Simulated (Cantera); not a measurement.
Standard-state values (1 bar) from the NASA 1993 polynomials, evaluated with Cantera. Values are per mole of reaction as written; species without (g) are pure solids or liquids, kept so even where they would boil at 1 bar.

3 TiO₂ → Ti₃O₅ + O(g)

```json
[
 {"T (K)": "1550", "ΔH° (kJ)": "?", "ΔS° (J/K)": "?", "ΔG° (kJ)": "?", "log10 K": "?"},
 {"T (K)": "1600", "ΔH° (kJ)": "?", "ΔS° (J/K)": "?", "ΔG° (kJ)": "?", "log10 K": "?"},
 {"T (K)": "1650", "ΔH° (kJ)": "?", "ΔS° (J/K)": "?", "ΔG° (kJ)": "?", "log10 K": "?"},
 {"T (K)": "1700", "ΔH° (kJ)": "653.3", "ΔS° (J/K)": "185.4", "ΔG° (kJ)": "338.1", "log10 K": "-10.39"},
 {"T (K)": "1750", "ΔH° (kJ)": "?", "ΔS° (J/K)": "?", "ΔG° (kJ)": "?", "log10 K": "?"},
 {"T (K)": "1800", "ΔH° (kJ)": "656.6", "ΔS° (J/K)": "187.3", "ΔG° (kJ)": "319.5", "log10 K": "-9.27"},
 {"T (K)": "1850", "ΔH° (kJ)": "658.4", "ΔS° (J/K)": "188.3", "ΔG° (kJ)": "310.1", "log10 K": "-8.76"}
]
```

Task: Fill in the missing entries.

Result: 
- 1550, ΔH° (kJ): 649.0
- 1550, ΔS° (J/K): 182.8
- 1550, ΔG° (kJ): 365.7
- 1550, log10 K: -12.33
- 1600, ΔH° (kJ): 650.3
- 1600, ΔS° (J/K): 183.6
- 1600, ΔG° (kJ): 356.6
- 1600, log10 K: -11.64
- 1650, ΔH° (kJ): 651.7
- 1650, ΔS° (J/K): 184.5
- 1650, ΔG° (kJ): 347.4
- 1650, log10 K: -11.00
- 1750, ΔH° (kJ): 654.9
- 1750, ΔS° (J/K): 186.3
- 1750, ΔG° (kJ): 328.9
- 1750, log10 K: -9.82
